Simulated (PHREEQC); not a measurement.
Dissolve 0.095 mol/kgw Ni(NO3)2, 0.03 mol/kgw NaOH and 0.04 mol/kgw H2SO4 at 25 °C. Closed to the air; pH follows from the charge balance.

The numbers come from PHREEQC with the ion-association model, wateq4f.dat.

Task: The ionic strength comes out as 0.324 mol/kgw. What activity coefficients do Ni(SO4)2-2, Na+, HSO4-, NO3-, H+ get?

Result: Ni(SO4)2-2 0.29, Na+ 0.72, HSO4- 0.70, NO3- 0.65, H+ 0.78.

Precipitation was switched off in this run.
